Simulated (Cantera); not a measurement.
Input: 1 mol Al(CH3)3, 13 mol N2, 4.4 mol H2, 69 mol NH3, equilibrated at 0.100 bar.

Cantera equilibrium calculation (NASA polynomials, part measured and part estimated; ideal gas, pure solids and liquids). Candidate condensed phases: Al, AlN, C, C6H6, C7H8, C8H18; 97 gas species. The feed counts by its element totals alone. Kinetics and transport are ignored.

At 973 K, list the 4 most abundant gas species with their mole fractions, and the condensed phases.

H2 0.697, N2 0.297, CH4 0.00624, NH3 2.22e-5. Condensed: AlN(s) + C(graphite).
